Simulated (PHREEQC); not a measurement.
A solution holds 0.023 mol MgSO4 per kg of water, at 25 °C. Closed to the air; pH follows from the charge balance.

Model: Pitzer model, pitzer.dat, run in PHREEQC.

* **ionic strength**: 0.0920 mol/kgw
* **specific conductance**: 4310 µS/cm
* **density**: 1.000 g/cm³
* **osmotic coefficient**: 0.688

```csv
species,molality,activity,log γ
Mg+2,0.0230,0.00773,-0.474
SO4-2,0.0230,0.00676,-0.532
H+,1.52e-7,1.18e-7,-0.109
MgOH+,1.31e-7,1.01e-7,-0.112
OH-,1.18e-7,8.56e-8,-0.141
HSO4-,9.77e-8,7.61e-8,-0.108
```

No solid was allowed to form.
